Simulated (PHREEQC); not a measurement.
Consider water at 20 °C with 0.012 mol HCl, 4.2e-05 mol ZnSO4 and 0.16 mol NiSO4 per kg of water. Closed to the air; pH follows from the charge balance.

The numbers come from PHREEQC with the ion-association model, wateq4f.dat.

### Question
The ionic strength comes out as 0.329 mol/kgw. What activity coefficients do Ni(SO4)2-2, Cl-, Ni+2, H+, Zn+2 get?

### Answer
Ni(SO4)2-2 0.29, Cl- 0.68, Ni+2 0.29, H+ 0.78, Zn+2 0.29.

Precipitation was switched off in this run. Complexes and solids missing from the database can't appear.
